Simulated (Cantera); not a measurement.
A closed system holds: 1 mol Hg, 0.023 mol O₂, 1 mol H₂, equilibrated at 5780 Torr.

Equilibrium computed with Cantera from the NASA thermochemical tables; the gas is ideal and each condensed phase is pure. Candidate condensed phases: H₂O, Hg, HgO; 10 gas species. The numbers say what is thermodynamically allowed, not how fast it happens. All values below are at 1525 K.

Base state: Hg 0.500, H₂ 0.477, H₂O 0.0230 (mole fractions); condensed: gas only.

Problem. What changes in the equilibrium state with this change: O₂ from 0.023 to 0.047 mol?

Solution. 
```tsv
species	before	after
Hg	0.500	0.500
H₂	0.477	0.453
H₂O	0.0230	0.0470
```
